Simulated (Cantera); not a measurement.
Input: 1 mol CH3OH, 1.7 mol CO2, equilibrated at 1723.15 K and 2200000 Pa.

Method: chemical equilibrium by Gibbs-energy minimisation in Cantera with the NASA 1993 tables (ideal gas, pure condensed phases). Candidate condensed phases: C, C6H6, C7H8, C8H18, H2O; 110 gas species. Equilibrium is a limit: real reactors are often held back by kinetics, nucleation or transport.

Base state: CO 0.437, H2O 0.224, H2 0.202, CO2 0.138, H 1.75e-5 (mole fractions); condensed: gas only.

Problem. What changes in the equilibrium state with this change: CO2 from 1.7 to 0.35 mol?

Solution. 
| species | before | after |
|---|---|---|
| H2 | 0.202 | 0.511 |
| CO | 0.437 | 0.384 |
| H2O | 0.224 | 0.0862 |
| CO2 | 0.138 | 0.0185 |
| CH4 | 3.31e-6 | 0.000123 |
| H | 1.75e-5 | 2.78e-5 |
